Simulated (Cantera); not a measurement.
Input (Python, Cantera) and output of one run.

```python
import numpy as np
import cantera as ct

gas_names = """
    B BF BF2 BF3 BN B2 F F2 N NF NF2 NF3 N2
""".split()
cond_names = """
    B(b) B(L) BN(s)
""".split()


# ... load() reads the species with a 1 bar reference pressure and builds the phases ...
atoms = {
    'BN': {'B': 1, 'N': 1},
    'F2': {'F': 2},
}
top_T = {'BN(s)': 3200}  # K; cautious upper limits of use, not melting points


# ... equilibrate(T, P, feed) seeds the gas with the atoms and calls Mixture.equilibrate('TP', solver="vcs", rtol=1e-11, max_steps=5000) ...
results = []
feed = {'BN': 1, 'F2': 2.8}  # mol
P = 1333.22  # Pa
for T in [700, 750, 800, 850, 900, 950, 1000, 1050, 1100, 1150, 1200, 1250, 1300]:
    mix = equilibrate(T, P, feed)
    results.append((T, P, feed, dict(zip(mix.species_names, mix.species_moles))))
    x = sorted(zip(gas.X, gas.species_names), reverse=True)
    print(f"T = {T:g} K  P = {P:g} Pa  gas = {mix.phase_moles(0):.4g} mol")
    print("   x: " + "  ".join(f"{s} {v:.3e}" for v, s in x if v > 1e-06))
    print("   condensed (mol): " + ("  ".join(f"{mix.phase(i).name} {mix.phase_moles(i):.4g}"
          for i in range(1, mix.n_phases) if mix.phase_moles(i) > 1e-12) or "none"))
```

It prints:

```
T = 700 K  P = 1333.22 Pa  gas = 2.345 mol
   x: BF3 4.264e-01  F2 2.556e-01  NF3 1.971e-01  N2 1.147e-01  F 6.307e-03
   condensed (mol): none
T = 750 K  P = 1333.22 Pa  gas = 2.604 mol
   x: BF3 3.840e-01  F2 3.626e-01  N2 1.496e-01  NF3 8.469e-02  F 1.911e-02
   condensed (mol): none
T = 800 K  P = 1333.22 Pa  gas = 2.786 mol
   x: F2 4.019e-01  BF3 3.590e-01  N2 1.655e-01  F 4.564e-02  NF3 2.801e-02
   condensed (mol): none
T = 850 K  P = 1333.22 Pa  gas = 2.91 mol
   x: F2 3.878e-01  BF3 3.436e-01  N2 1.676e-01  F 9.250e-02  NF3 8.431e-03
   condensed (mol): none
T = 900 K  P = 1333.22 Pa  gas = 3.044 mol
   x: F2 3.408e-01  BF3 3.285e-01  F 1.652e-01  N2 1.630e-01  NF3 2.463e-03
   condensed (mol): none
T = 950 K  P = 1333.22 Pa  gas = 3.221 mol
   x: BF3 3.105e-01  F2 2.712e-01  F 2.628e-01  N2 1.549e-01  NF3 6.847e-04
   condensed (mol): none
T = 1000 K  P = 1333.22 Pa  gas = 3.439 mol
   x: F 3.721e-01  BF3 2.908e-01  F2 1.917e-01  N2 1.453e-01  NF3 1.739e-04
   condensed (mol): none
T = 1050 K  P = 1333.22 Pa  gas = 3.662 mol
   x: F 4.710e-01  BF3 2.731e-01  N2 1.365e-01  F2 1.194e-01  NF3 3.962e-05
   condensed (mol): none
T = 1100 K  P = 1333.22 Pa  gas = 3.842 mol
   x: F 5.426e-01  BF3 2.603e-01  N2 1.301e-01  F2 6.705e-02  NF3 8.339e-06
   condensed (mol): none
T = 1150 K  P = 1333.22 Pa  gas = 3.959 mol
   x: F 5.856e-01  BF3 2.526e-01  N2 1.263e-01  F2 3.557e-02  NF3 1.727e-06
   condensed (mol): none
T = 1200 K  P = 1333.22 Pa  gas = 4.025 mol
   x: F 6.086e-01  BF3 2.485e-01  N2 1.242e-01  F2 1.867e-02
   condensed (mol): none
T = 1250 K  P = 1333.22 Pa  gas = 4.059 mol
   x: F 6.205e-01  BF3 2.463e-01  N2 1.232e-01  F2 9.977e-03
   condensed (mol): none
T = 1300 K  P = 1333.22 Pa  gas = 4.078 mol
   x: F 6.266e-01  BF3 2.452e-01  N2 1.226e-01  F2 5.502e-03
   condensed (mol): none
```

These are equilibrium values from Cantera (NASA tables, ideal gas, pure condensed phases), not measurements of a reactor.
